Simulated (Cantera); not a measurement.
An adiabatic, constant-pressure homogeneous reactor starts with CH4 : C2H6 : C3H8 : O2 : N2 = 1 : 0.06 : 0.3 : 1.95 : 7.34 (molar parts), equivalence ratio 1.9, at 1600 K and 3830 Torr.

Cantera simulation using GRI-Mech 3.0 (53 species, 325 reactions); the numbers are that mechanism's predictions, not measurements. GRI-Mech 3.0 was tuned for natural gas; its chemistry of propane as a main component is partial and can be far from experiment.

**Question.** Predict: time of steepest temperature rise; temperature at 0.200 s; equilibrium temperature; x(NO2) at 0.200 s; x(NO) at 0.200 s.

**Answer.** 
- time of steepest temperature rise = 23.4 µs
- temperature at 0.200 s = 2698 K
- equilibrium temperature = 2698 K
- x(NO2) at 0.200 s = 7.78e-9 (gas-phase equilibrium 7.78e-9)
- x(NO) at 0.200 s = 0.000357 (gas-phase equilibrium 0.000357)
